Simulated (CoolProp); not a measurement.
Properties of n-perfluorohexane at several states.

The numbers come from the reference Helmholtz-energy equation of state, Gao 2022 in CoolProp.

```json
[
 {"T (°C)": "22.95", "p (MPa)": "0.052", "phase": "liquid", "Z": "0.004245", "cp (kJ/(kg K))": "1.044", "speed of sound (m/s)": "?", "expansivity (1/kK)": "1.724", "fugacity coefficient": "0.5060"},
 {"T (°C)": "138.95", "p (MPa)": "0.602", "phase": "gas", "Z": "?", "cp (kJ/(kg K))": "?", "speed of sound (m/s)": "82.23", "expansivity (1/kK)": "5.100", "fugacity coefficient": "?"},
 {"T (°C)": "-31.15", "p (MPa)": "0.0373", "phase": "liquid", "Z": "0.003418", "cp (kJ/(kg K))": "?", "speed of sound (m/s)": "663.4", "expansivity (1/kK)": "1.504", "fugacity coefficient": "0.03172"},
 {"T (°C)": "71.45", "p (MPa)": "0.233", "phase": "liquid", "Z": "0.01795", "cp (kJ/(kg K))": "?", "speed of sound (m/s)": "384.4", "expansivity (1/kK)": "2.238", "fugacity coefficient": "0.6375"},
 {"T (°C)": "-17.15", "p (MPa)": "1.13", "phase": "liquid", "Z": "0.09980", "cp (kJ/(kg K))": "0.9800", "speed of sound (m/s)": "632.4", "expansivity (1/kK)": "?", "fugacity coefficient": "0.003037"},
 {"T (°C)": "-2.45", "p (MPa)": "0.782", "phase": "liquid", "Z": "0.06686", "cp (kJ/(kg K))": "1.003", "speed of sound (m/s)": "592.7", "expansivity (1/kK)": "1.576", "fugacity coefficient": "0.01023"}
]
```

### Question
Complete the blanks.

### Answer

- 22.95, speed of sound (m/s): 520.7
- 138.95, Z: 0.8071
- 138.95, cp (kJ/(kg K)): 1.028
- 138.95, fugacity coefficient: 0.8389
- -31.15, cp (kJ/(kg K)): 0.9589
- 71.45, cp (kJ/(kg K)): 1.122
- -17.15, expansivity (1/kK): 1.522
